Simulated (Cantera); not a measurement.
Feed: 1 mol MgCO₃, 3.7 mol H₂O, held at 1248 K and 100000 Pa.

Cantera equilibrium calculation (NASA polynomials, part measured and part estimated; ideal gas, pure solids and liquids). Candidate condensed phases: C, C₆H₆, C₇H₈, C₈H₁₈, H₂O, Mg, MgCO₃, MgO, Mg(OH)₂; 116 gas species. Kinetics and transport are ignored.

Base state: H₂O 0.787, CO₂ 0.213, H₂ 1.00e-5 (mole fractions); condensed: MgO(s).

Question: What changes in the equilibrium state with this change: MgCO₃ replaced by LiOH?

Answer: 
```csv
species,before,after
H₂O,0.787,0.998
LiOH,0,0.00143
Li₂(OH)₂,0,0.000141
CO₂,0.213,0
H₂,1.00e-5,1.32e-5
"MgO(s), mol",1.00,0
"LiOH(l), mol",0,0.994
```
Further candidate phases: Li, LiH, LiOH, Li₂O.
